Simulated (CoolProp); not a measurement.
Propylene along the isotherm 301.1 K: Z from the reference equation and from simpler models built on Tc = 364.2 K, pc = 4.555 MPa, ω = 0.146; each cubic takes its own stable root.

Model: reference Helmholtz-energy equation of state, Lemmon 2013, in CoolProp.

| p (MPa) | phase | reference |
|---|---|---|
| 4.55 | liquid | 0.1493 |
| 9.11 | liquid | 0.2921 |
| 13.7 | liquid | 0.4309 |
| 18.2 | liquid | 0.5633 |
| 22.8 | liquid | 0.6958 |
| 27.3 | liquid | 0.8229 |
| 31.9 | liquid | 0.9506 |
| 36.4 | liquid | 1.074 |
| 41 | liquid | 1.198 |
| 45.5 | liquid | 1.318 |

Q: How far does each simpler model (van der Waals, Redlich-Kwong, Soave-Redlich-Kwong, Peng-Robinson) lie from the reference over these 10 states: mean and median of the absolute difference, and the worst?

A: 
- van der Waals: mean 45.2 %, median 43.6 %, worst +54.1 % at 301.1 K and 4.55 MPa
- Redlich-Kwong: mean 6.4 %, median 5.7 %, worst +11.3 % at 301.1 K and 4.55 MPa
- Soave-Redlich-Kwong: mean 5.2 %, median 4.7 %, worst +8.8 % at 301.1 K and 4.55 MPa
- Peng-Robinson: mean 6.2 %, median 6.6 %, worst -7.4 % at 301.1 K and 45.5 MPa
